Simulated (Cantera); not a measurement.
A closed system holds: 1 mol Si, 0.77 mol HCl, 3.6 mol H₂, held at 1125 K and 18000 Pa.

Method: chemical equilibrium by Gibbs-energy minimisation in Cantera with the NASA 1993 tables (ideal gas, pure condensed phases). Candidate condensed phases: Si; 19 gas species. The tables' values for SiCl₃ are old estimates; treat these amounts as uncertain. The numbers say what is thermodynamically allowed, not how fast it happens.

Base state: H₂ 0.925, HCl 0.0324, SiCl₄ 0.0251, SiHCl₃ 0.0125, SiCl₂ 0.00240, SiCl₃ 0.00221, SiH₂Cl₂ 0.000759, SiH₃Cl 1.24e-5 (mole fractions); condensed: Si(s).

Task: What changes in the equilibrium state with this change: Si replaced by SiCl₄?

Result: 
```
species       before     after
----------  --------  --------
H₂             0.925     0.655
SiCl₄         0.0251     0.171
HCl           0.0324     0.159
SiHCl₃        0.0125    0.0122
SiH₃Cl       1.24e-5   2.51e-7
SiH₂Cl₂     0.000759  0.000107
SiCl₂        0.00240  0.000477
SiCl₃        0.00221   0.00257
Si(s), mol     0.819         0
```
